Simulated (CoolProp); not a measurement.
Vapour-liquid equilibrium of R13 (1) + R113 (2) at -25.15 °C; x and y are mole fractions of (1).

The numbers come from the multi-fluid Helmholtz-energy mixture model, Platzer 1990 and Marx 1992; pair parameters Bell 2016 in CoolProp. This equation is an older, rougher fit; its heat capacities, sound speeds and derivatives of the liquid may be far off and weren't checked against measurements.

### Question
Give the bubble pressure and the first vapour's composition at x = 0.55, 0.75, 0.85. Is there an azeotrope?

### Answer
x = 0.55: 0.5833 MPa, y = 0.995; x = 0.75: 0.7404 MPa, y = 0.997; x = 0.85: 0.8239 MPa, y = 0.998. No azeotrope shows between x = 0.05 and 0.95.

The pair parameters rest on a limited set of measurements; away from them the model extrapolates. The gap from Raoult's law changes sign with composition, which may be real or a fault of the pair parameters; it wasn't checked against measurements.
